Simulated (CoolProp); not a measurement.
Vapour-liquid equilibrium of ethylene (1) + isobutane (2) at -59.25 °C; x and y are mole fractions of (1).

Values from CoolProp's multi-fluid Helmholtz-energy mixture model, Smukala 2000 and Bücker 2006; pair parameters Bell 2016.

```tsv
x	bubble pressure, mixture model (bar)	bubble pressure, Raoult's law (bar)	y, mixture model	y, Raoult's law
0.05	0.3970	0.4795	0.764	0.808
0.2	1.364	1.627	0.939	0.952
0.35	2.429	2.774	0.971	0.977
0.5	3.578	3.921	0.984	0.988
0.65	4.785	5.069	0.991	0.993
0.8	6.026	6.216	0.996	0.997
0.95	7.301	7.363	0.999	0.999
```

The largest gap from Raoult's law is -17.2 % in bubble pressure, at x = 0.05. No azeotrope shows between x = 0.05 and 0.95.

Pair parameters are fitted to limited data, so mixtures are less certain than the pure fluids.
